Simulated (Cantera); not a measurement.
Charge: 1 mol TEOS, 0.29 mol NO, 0.27 mol H2, at 2.40 mbar.

Cantera equilibrium calculation (NASA polynomials, part measured and part estimated; ideal gas, pure solids and liquids). Candidate condensed phases: C, C6H6, C7H8, C8H18, H2O, Si, SiC, SiO2, Si2N2O, Si3N4; 151 gas species. The feed counts by its element totals alone. Mutual solubility and eutectic melting of coexisting phases are not modelled. The tables hold silica as quartz up to 1696 K and as liquid above; real silica turns to tridymite and cristobalite and melts near 1996 K. Kinetics and transport are ignored.

### Question
Which condensed phases are stable at each of these points (T (K)): 700, 900, 1100, 1300, 1500, 1700, 1900?

### Answer
| T (K) | condensed phases | Si condensed (%) |
|---|---|---|
| 700 | C(graphite) + SiO2(α-quartz) | 100.0 |
| 900 | C(graphite) + SiO2(β-quartz) | 100.0 |
| 1100 | C(graphite) + SiO2(β-quartz) | 100.0 |
| 1300 | C(graphite) + SiC(s) + SiO2(β-quartz) + Si2N2O(s) | 99.8 |
| 1500 | C(graphite) + SiC(s) | 99.2 |
| 1700 | C(graphite) + SiC(s) | 98.2 |
| 1900 | C(graphite) + SiC(s) | 96.6 |

At 700 K the condensed part is C(graphite) + SiO2(α-quartz). From 900 K to 1100 K the condensed part is C(graphite) + SiO2(β-quartz). At 1300 K the condensed part is C(graphite) + SiC(s) + SiO2(β-quartz) + Si2N2O(s). From 1500 K to 1900 K the condensed part is C(graphite) + SiC(s).
